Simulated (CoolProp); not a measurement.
A single-stage vapour-compression cycle with R404A: evaporating at 277.15 K (dew point), condensing at 325.15 K (bubble point), superheat 2 K, subcooling 0 K, compressor efficiency 0.85, no pressure losses. Each further row changes one setting.

Computed with CoolProp (reference Helmholtz-energy equation of state, Lemmon 2003). It is a pseudo-pure fit of the blend.

| case | cooling COP | pressure ratio | discharge temperature (K) | refrigerating effect (kJ/kg) | volumetric capacity (kJ/m³) |
|---|---|---|---|---|---|
| as stated | 3.04 | 3.55 | 336.4 | 88.6 | 3020 |
| evaporating temperature 282.15 K | [?] | 3.05 | 335.5 | 91.0 | [?] |
| condensing temperature 320.15 K | 3.66 | 3.17 | 330.5 | 97.7 | 3330 |
| subcooling 5 K | [?] | 3.55 | 336.4 | [?] | 3350 |
| superheat 12 K | 3.14 | 3.55 | [?] | 98.6 | 3160 |
| compressor efficiency 0.75 | 2.68 | 3.55 | 339.1 | 88.6 | 3020 |

### Question
Fill in the missing entries.

### Answer

- evaporating temperature 282.15 K, cooling COP: 3.57
- evaporating temperature 282.15 K, volumetric capacity (kJ/m³): 3620
- subcooling 5 K, cooling COP: 3.37
- subcooling 5 K, refrigerating effect (kJ/kg): 98.2
- superheat 12 K, discharge temperature (K): 345.2
